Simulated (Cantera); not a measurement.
An isothermal, constant-pressure homogeneous reactor starts with C2H6 : N2 = 1 : 4.7 (molar parts), at 1675 K and 0.00700 bar.

Computed with Cantera and GRI-Mech 3.0 (53 species, 325 reactions). GRI-Mech 3.0 stops at C3 and has no aromatics, soot or wall deposition, so with more carbon than oxygen in the feed, carbon stays in small species such as C2H2 where larger ones or solid carbon would form. Radical loss at walls, strong at low pressure, is not modelled.

x: mole fraction; the columns are a selection and need not sum to one.

```
t (s)      x C2H6   x C2H2     x CH3    x C2H    x C2H4
--------  -------  -------  --------  -------  --------
0.000700   0.0776  0.00263    0.0470  3.77e-7    0.0413
0.00167    0.0113   0.0281    0.0328  3.06e-6    0.0659
0.00399         ?        ?         ?  3.06e-6         ?
0.00951   7.22e-5   0.0931   0.00363  1.67e-6    0.0179
0.0227    2.51e-5    0.105   0.00193  1.06e-6   0.00685
0.0542    1.23e-5    0.111   0.00128  7.94e-7   0.00186
0.129     7.73e-6    0.114  0.000992  7.06e-7  0.000642
0.308     4.99e-6    0.117  0.000798  7.21e-7  0.000382
0.736     2.51e-6    0.122  0.000579  8.14e-7  0.000185
1.76      7.78e-7    0.126  0.000338  1.01e-6   6.13e-5
4.19      1.29e-7    0.128  0.000150  1.36e-6   2.10e-5
10.0            ?    0.129         ?        ?         ?
```

Problem. Complete the blanks.

Solution. 
- 0.00399, x C2H6: 0.000454
- 0.00399, x C2H2: 0.0708
- 0.00399, x CH3: 0.00936
- 0.00399, x C2H4: 0.0382
- 10.0, x C2H6: 1.30e-8
- 10.0, x CH3: 5.10e-5
- 10.0, x C2H: 1.68e-6
- 10.0, x C2H4: 1.45e-5
